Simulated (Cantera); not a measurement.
Feed: 1 mol HgO, 4 mol N2, 3.2 mol H2, at 800 °C and 15.0 Torr.

Method: chemical equilibrium by Gibbs-energy minimisation in Cantera with the NASA 1993 tables (ideal gas, pure condensed phases). Candidate condensed phases: H2O, Hg, HgO; 25 gas species. The numbers say what is thermodynamically allowed, not how fast it happens.

Base state: N2 0.488, H2 0.268, H2O 0.122, Hg 0.122 (mole fractions); condensed: gas only.

What changes in the equilibrium state with this change: HgO replaced by Hg?


```csv
species,before,after
N2,0.488,0.488
H2,0.268,0.390
Hg,0.122,0.122
H2O,0.122,0
```
